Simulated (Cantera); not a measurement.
Mixture: CO : H₂ : CH₄ : O₂ : N₂ = 1 : 0.73 : 0.14 : 2.39 : 8.97 (molar parts), at 750 Torr, adiabatic and at constant volume. Ignition delay is the time to a rise of 400 K.

Model: GRI-Mech 3.0 (53 species, 325 reactions), integrated in Cantera. Where the delays flatten at high temperature, the 400 K rule measures the pace of heat release, not the induction time.

Q: What does this change do: constant pressure in place of constant volume?

A: 
| quantity | before | after |
|---|---|---|
| delay at 1200 K | 94.3 µs | 0.107 ms |
| delay at 1350 K | 50.1 µs | 63.0 µs |
| delay at 1500 K | 35.6 µs | 50.2 µs |
| delay at 1650 K | 30.8 µs | 48.5 µs |
| delay at 1800 K | 30.9 µs | 53.7 µs |

Q: What does this change do: pressure from 750 Torr to 12800 Torr?

A: 
```csv
quantity,before,after
delay at 1200 K,94.3 µs,99.2 µs
delay at 1350 K,50.1 µs,8.99 µs
delay at 1500 K,35.6 µs,2.54 µs
delay at 1650 K,30.8 µs,1.30 µs
delay at 1800 K,30.9 µs,0.861 µs
```
The pressure lies above the range GRI-Mech 3.0 was tuned for (to about 10 atm).
